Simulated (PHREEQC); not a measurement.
**Phosphoric acid bath: speciation**

Solution (35 °C): 0.01 mol NaH2PO4 and 0.0064 mol HCl per kg of water. Closed to the air; pH follows from the charge balance.

Model: ion-association model, phreeqc.dat, run in PHREEQC.

Each row changes one thing in this solution. Precipitation was switched off in this run.

| case | pH | ionic strength (mol/kgw) |
|---|---|---|
| as made | 2.52 | 0.0133 |
| diluted 100-fold with water | … | 0.000163 |
| NaH2PO4 from 0.01 to 0.001 mol/kgw | … | 0.00695 |
| temperature from 35 to 60 °C | 2.57 | 0.0130 |
| HCl from 0.0064 to 0.032 mol/kgw | 1.67 | 0.0345 |
| HCl from 0.0064 to 0.00576 mol/kgw | 2.58 | 0.0129 |
| HCl left out | 4.73 | 0.0101 |
| diluted 2-fold with water | 2.72 | 0.00708 |
| NaH2PO4 replaced by NaOH at the same molality | … | 0.0100 |

What belongs in the gaps?


- diluted 100-fold with water, pH: 4.21
- NaH2PO4 from 0.01 to 0.001 mol/kgw, pH: 2.26
- NaH2PO4 replaced by NaOH at the same molality, pH: 11.19

At this temperature some constants are extrapolated from 25 °C, and those without enthalpy data are left unchanged.
